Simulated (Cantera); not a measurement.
A perfectly stirred reactor is fed with CH₄ : N₂ = 1 : 1.3 (molar parts), at 9.00 Torr; it is held at 1675 K, and followed from long to short residence time.

Computed with Cantera and GRI-Mech 3.0 (53 species, 325 reactions). GRI-Mech 3.0 stops at C3 and has no aromatics, soot or wall deposition, so with more carbon than oxygen in the feed, carbon stays in small species such as C2H2 where larger ones or solid carbon would form. Radical loss at walls, strong at low pressure, is not modelled.

Problem. What does this change do: pressure from 9.00 Torr to 0.0975 Torr?

Solution. 
```
quantity                  before     after
----------------------  --------  --------
x(CH₄) at τ = 0.550 s      0.136     0.433
x(CH₂) at τ = 0.550 s    1.11e-6   7.96e-8
x(C₂H₂) at τ = 0.550 s     0.101   2.83e-5
x(HCN) at τ = 0.550 s    4.32e-7  3.58e-12
x(C₂H₄) at τ = 0.550 s   0.00266  0.000195
x(CH₄) at τ = 12.0 ms      0.429     0.435
x(CH₂) at τ = 12.0 ms    2.47e-7  5.21e-11
x(C₂H₂) at τ = 12.0 ms  0.000248  4.98e-12
x(HCN) at τ = 12.0 ms   3.45e-11    <1e-12
x(C₂H₄) at τ = 12.0 ms   0.00123   1.77e-9
```
